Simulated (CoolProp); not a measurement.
A Linde-Hampson liquefier for methane: isothermal reversible compression at 250 K from 1 atm to 5 MPa, throttling to 1 atm, return gas leaving the recuperator 5 K below the feed. Each further row changes one setting.

Values from CoolProp's reference Helmholtz-energy equation of state, Setzmann 1991.

| case | liquid yield per pass | compression work (kJ/kg of gas) |
|---|---|---|
| as stated | 0.078 | 485 |
| high pressure 10 MPa | 0.188 | 553 |
| warm-end temperature 280 K | 0.053 | 551 |
| warm-end gap 10 K | 0.065 | 485 |
